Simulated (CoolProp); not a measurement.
R123 at 293.15 K and 0.0256 MPa is compressed adiabatically to 0.195 MPa with isentropic efficiency 0.7. Each further row changes one setting.

Model: reference Helmholtz-energy equation of state, Younglove 1994, in CoolProp. It is a modified Benedict-Webb-Rubin equation, recast in Helmholtz form.

```
case             work (kJ/kg)  final temperature (K)  final density (kg/m³)
---------------  ------------  ---------------------  ---------------------
as stated                 ___                    ___                    ___
efficiency 1              ___                    ___                    ___
efficiency 0.65           ___                    ___                   10.1
```

Task: Some entries are withheld; supply them.

Result: 
- as stated, work (kJ/kg): 49.0
- as stated, final temperature (K): 365.5
- as stated, final density (kg/m³): 10.2
- efficiency 1, work (kJ/kg): 34.3
- efficiency 1, final temperature (K): 346.2
- efficiency 1, final density (kg/m³): 10.9
- efficiency 0.65, work (kJ/kg): 52.7
- efficiency 0.65, final temperature (K): 370.4
